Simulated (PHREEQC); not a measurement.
Model water analysis in mmol/kgw, 55 °C, pH 6.21:

| constituent | mmol/kgw |
|---|---|
| Na | 510 |
| K | 78.8 |
| Ca | 7.24 |
| Mg | 24.4 |
| Cl | 640 |
| S(6) | 4.07 |
| Alkalinity (meq/kgw) | 0.00654 |

Cl is adjusted to close the charge balance.
Valence states are taken as typed.

The numbers come from PHREEQC with the Pitzer model, pitzer.dat.

No solid was allowed to form.

**Question.** Predict the activity of water, osmotic coefficient.

**Answer.** activity of water 0.979; osmotic coefficient 0.919.

**Question.** In which forms is C present?

**Answer.** HCO3- 61 %, CO2 39 % of the C.

Complexes and solids missing from the database can't appear. Away from 25 °C the constants follow the database's enthalpies or fits; those with neither stay at their 25 °C values.
